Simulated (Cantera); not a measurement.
## Hydrogen reduction and annealing atmospheres: FeS + H2 + H2O

Charge: 1 mol FeS, 27 mol H2, a varied amount of H2O, at 2073 K and 1000 Pa.

Method: chemical equilibrium by Gibbs-energy minimisation in Cantera with the NASA 1993 tables (ideal gas, pure condensed phases). Candidate condensed phases: Fe, FeO, Fe(OH)2, Fe(OH)3, FeS, FeSO4, FeS2, Fe2O3, Fe2(SO4)3, Fe3O4, H2O, H2SO4, S; 22 gas species. Kinetics and transport are ignored.

```json
[
 {"n(H2O) (mol)": "0.41", "x H2": "0.902", "x H2O": "0.0135", "x Fe": "0.0341", "x H": "0.0250", "x S2": "0.00874", "x SH": "0.00742"},
 {"n(H2O) (mol)": "1.1", "x H2": "0.881", "x H2O": "0.0354", "x Fe": "0.0333", "x H": "0.0247", "x S2": "0.00830", "x SH": "0.00715"},
 {"n(H2O) (mol)": "1.7", "x H2": "0.865", "x H2O": "0.0534", "x Fe": "0.0326", "x H": "0.0245", "x S2": "0.00791", "x SH": "0.00691"},
 {"n(H2O) (mol)": "2.4", "x H2": "0.846", "x H2O": "0.0736", "x Fe": "0.0318", "x H": "0.0242", "x S2": "0.00747", "x SH": "0.00664"},
 {"n(H2O) (mol)": "3", "x H2": "0.830", "x H2O": "0.0900", "x Fe": "0.0312", "x H": "0.0240", "x S2": "0.00710", "x SH": "0.00642"},
 {"n(H2O) (mol)": "3.7", "x H2": "0.813", "x H2O": "0.108", "x Fe": "0.0305", "x H": "0.0237", "x S2": "0.00668", "x SH": "0.00616"},
 {"n(H2O) (mol)": "4.4", "x H2": "0.797", "x H2O": "0.126", "x Fe": "0.0298", "x H": "0.0235", "x S2": "0.00627", "x SH": "0.00591"},
 {"n(H2O) (mol)": "5", "x H2": "0.783", "x H2O": "0.140", "x Fe": "0.0293", "x H": "0.0233", "x S2": "0.00593", "x SH": "0.00570"},
 {"n(H2O) (mol)": "5.7", "x H2": "0.768", "x H2O": "0.156", "x Fe": "0.0286", "x H": "0.0231", "x S2": "0.00555", "x SH": "0.00545"},
 {"n(H2O) (mol)": "6.3", "x H2": "0.756", "x H2O": "0.169", "x Fe": "0.0281", "x H": "0.0229", "x S2": "0.00523", "x SH": "0.00525"}
]
```
x: gas mole fraction; nothing condenses.

From 0.41 mol H2O to 6.3 mol H2O nothing is condensed. The main Fe-bearing gas is Fe throughout.
